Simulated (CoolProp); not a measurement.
Cyclopropane at several states: density (kg/m³) from the reference equation and from simpler models built on Tc = 398.7 K, pc = 5.605 MPa, ω = 0.131; each cubic takes its own stable root.

Computed with CoolProp (reference Helmholtz-energy equation of state, Polt 1992). This equation is an older, rougher fit; its heat capacities, sound speeds and derivatives of the liquid may be far off and weren't checked against measurements.

| T (K) | p (MPa) | phase | reference | van der Waals | Redlich-Kwong | Soave-Redlich-Kwong | Peng-Robinson |
|---|---|---|---|---|---|---|---|
| 328.1 | 19.1 | liquid | 613.8 | 415.5 | 566.0 | 572.3 | 643.3 |
| 312.2 | 0.0251 | gas | 0.4083 | 0.4079 | 0.4081 | 0.4082 | 0.4083 |
| 346 | 1.3 | gas | 22.15 | 21.28 | 21.88 | 21.98 | 22.23 |
| 352.2 | 0.0264 | gas | 0.3803 | 0.3801 | 0.3802 | 0.3803 | 0.3803 |
| 371.4 | 0.0134 | gas | 0.1828 | 0.1828 | 0.1828 | 0.1828 | 0.1828 |
